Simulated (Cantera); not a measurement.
What does this Cantera script print?

```python
import numpy as np
import cantera as ct

gas = ct.Solution("h2o2.yaml")
gas.TPX = 500, 1000000, {'H2': 0.77, 'O2': 0.208, 'N2': 0.783, 'H2O': 0.17}
flame = ct.FreeFlame(gas, width=0.008)
flame.set_refine_criteria(ratio=3, slope=0.08, curve=0.16)
flame.transport_model = "mixture-averaged"
flame.solve(loglevel=0, auto=True)
z, T = flame.grid, flame.T
thick = (T[-1] - T[0]) / np.gradient(T, z).max()
show = ['H2', 'O2', 'H2O', 'H2O2', 'OH', 'O']
print(f"laminar burning velocity  {flame.velocity[0] * 100:.3f} cm/s")
print(f"burnt temperature         {T[-1]:.1f} K")
print(f"thermal thickness         {thick * 1e3:.4f} mm")
print(f"grid points               {len(z)}")
z0 = z[flame.heat_release_rate.argmax()]
print(f"{'z/mm':>9s}{'T/K':>9s}{'u/(m/s)':>9s}" + "".join(f"{s:>11s}" for s in show))
rows = []
for k in (-3, -2, -1.5, -1, -0.5, -0.25, 0, 0.25, 0.5, 1, 2, 4, 8):
    zz = z0 + k * thick
    rows.append([k * thick, np.interp(zz, z, T), np.interp(zz, z, flame.velocity),
                 *(np.interp(zz, z, flame.X[gas.species_index(s)]) for s in show)])
    print(f"{rows[-1][0] * 1e3:9.3f}{rows[-1][1]:9.1f}{rows[-1][2]:9.3f}" + "".join(f"{x:11.3e}" for x in rows[-1][3:]))
```

Result:

```
laminar burning velocity  380.661 cm/s
burnt temperature         2111.2 K
thermal thickness         0.0237 mm
grid points               113
     z/mm      T/K  u/(m/s)         H2         O2        H2O       H2O2         OH          O
   -0.071    500.1    3.806  3.986e-01  1.077e-01  8.807e-02  2.387e-09  1.451e-12  8.416e-11
   -0.047    500.5    3.806  3.980e-01  1.079e-01  8.817e-02  2.413e-08  1.815e-11  1.041e-09
   -0.036    502.5    3.812  3.963e-01  1.081e-01  8.849e-02  2.467e-07  2.048e-10  1.026e-08
   -0.024    515.7    3.876  3.897e-01  1.092e-01  8.996e-02  3.258e-06  5.448e-09  1.189e-07
   -0.012    670.1    4.839  3.569e-01  1.098e-01  1.049e-01  1.002e-04  2.624e-05  7.993e-06
   -0.006    996.9    6.988  3.170e-01  9.615e-02  1.448e-01  2.249e-04  5.366e-04  1.289e-04
    0.000   1375.9    9.491  2.702e-01  6.786e-02  2.073e-01  9.189e-05  1.216e-03  5.935e-04
    0.006   1636.9   11.228  2.311e-01  3.811e-02  2.647e-01  1.082e-05  2.076e-03  8.952e-04
    0.012   1783.0   12.204  2.077e-01  1.868e-02  3.009e-01  4.651e-06  2.725e-03  7.454e-04
    0.024   1911.1   13.042  1.921e-01  4.154e-03  3.285e-01  1.815e-06  3.048e-03  3.615e-04
    0.047   1993.3   13.551  1.910e-01  4.550e-04  3.374e-01  5.781e-07  2.515e-03  1.476e-04
    0.095   2048.0   13.876  1.939e-01  5.887e-05  3.402e-01  2.160e-07  1.632e-03  5.250e-05
    0.190   2080.5   14.064  1.960e-01  1.536e-05  3.418e-01  7.845e-08  9.212e-04  1.553e-05
```

Computed with Cantera and the H2/O2 subset of GRI-Mech 3.0, which has no nitrogen chemistry. The hydrogen kinetics of GRI-Mech 3.0 are dated; newer H2 mechanisms differ, most at raised pressure. Burning velocities carry a grid error of a few per cent, more on coarse grids.
